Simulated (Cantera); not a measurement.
A Cantera script and what it prints.

```python
import numpy as np
import cantera as ct

gas_names = """
    H HNO HNO2 HNO3 HO2 H2 H2O H2O2 N NH NH2 NH3 NH2OH NO NO2 NO3 N2 N2H2 N2H4 N2O O OH O2 O3 Si SiH
    SiH2 SiH3 SiH4 SiN SiO SiO2 Si2 Si2N Si3
""".split()
cond_names = """
    H2O(s) H2O(L) Si(cr) Si(L) SiO2(Lqz) SiO2(hqz) SiO2(L) Si2N2O(s) Si3N4(a)
""".split()


def load(file, names, dense=False):
    # The tables refer to 1 bar. Condensed volumes are neglected.
    table = {s.name: s for s in ct.Species.list_from_file(file)}
    out = []
    for n in names:
        d = dict(table[n].input_data)
        d["thermo"] = dict(d["thermo"], **{"reference-pressure": 1e5})
        if dense:
            d["equation-of-state"] = {"model": "constant-volume", "density": "1e6 g/cm^3"}
        out.append(ct.Species.from_dict(d))
    return out


gas = ct.Solution(thermo="ideal-gas", species=load("nasa_gas.yaml", gas_names))
cond = {s.name: ct.Solution(thermo="fixed-stoichiometry", species=[s], name=s.name)
        for s in load("nasa_condensed.yaml", cond_names, dense=True)}
atoms = {
    'Si2H6': {'Si': 2, 'H': 6},
    'O2': {'O': 2},
    'N2': {'N': 2},
}
top_T = {'Si2N2O(s)': 2100, 'Si3N4(a)': 2400}  # K; cautious upper limits of use, not melting points


def equilibrate(T, P, feed):
    n = {}
    for name, mol in feed.items():
        for a, k in atoms[name].items():
            n[a] = n.get(a, 0.0) + k * mol
    gas.TPX = T, P, n
    mass = sum(n.values()) * gas.mean_molecular_weight
    gas.equilibrate("TP")
    valid = [c for c in cond.values() if c.min_temp <= T <= top_T.get(c.name, c.max_temp)]
    mix = ct.Mixture([(gas, mass / gas.mean_molecular_weight)] + [(c, 0.0) for c in valid])
    mix.T, mix.P = T, P
    mix.equilibrate("TP", solver="vcs", rtol=1e-11, max_steps=5000)
    return mix


results = []
feed = {'Si2H6': 1, 'O2': 15, 'N2': 49}  # mol
P = 1333.22  # Pa
for T in [573, 673, 773, 873, 973, 1073, 1173, 1273, 1373, 1473]:
    mix = equilibrate(T, P, feed)
    results.append((T, P, feed, dict(zip(mix.species_names, mix.species_moles))))

top = {s: max(r[3][s] / sum(r[3][g] for g in gas_names) for r in results) for s in gas_names}
cols = sorted((s for s in top if top[s] > 0.001), key=lambda s: -top[s])[:5]
seen = [c for c in cond_names if any(r[3].get(c, 0) > 1e-12 for r in results)]
print("log10 of partial pressures in bar; condensed amounts in mol")
print(f"{'T/K':>10s}" + "".join(f"{s[:9]:>10s}" for s in cols + seen))
for T, P, feed, n in results:
    ng = sum(n[g] for g in gas_names)
    print(f"{T:10.4g}" + "".join(f"{np.log10(max(n[s] / ng * P / 1e5, 1e-99)):10.3f}" for s in cols)
          + "".join(f"{n.get(c, 0):10.4g}" for c in seen))
```

It prints:

```
log10 of partial pressures in bar; condensed amounts in mol
       T/K        N2        O2       H2O SiO2(Lqz) SiO2(hqz)
       573    -1.988    -2.617    -3.201         2         0
       673    -1.988    -2.617    -3.201         2         0
       773    -1.988    -2.617    -3.201         2         0
       873    -1.988    -2.617    -3.201         0         2
       973    -1.988    -2.617    -3.201         0         2
      1073    -1.988    -2.617    -3.201         0         2
      1173    -1.988    -2.617    -3.201         0         2
      1273    -1.988    -2.618    -3.201         0         2
      1373    -1.988    -2.618    -3.201         0         2
      1473    -1.988    -2.618    -3.201         0         2
```

Equilibrium computed with Cantera from the NASA thermochemical tables; the gas is ideal and each condensed phase is pure. The feed counts by its element totals alone. The tables hold silica as quartz up to 1696 K and as liquid above; real silica turns to tridymite and cristobalite and melts near 1996 K.
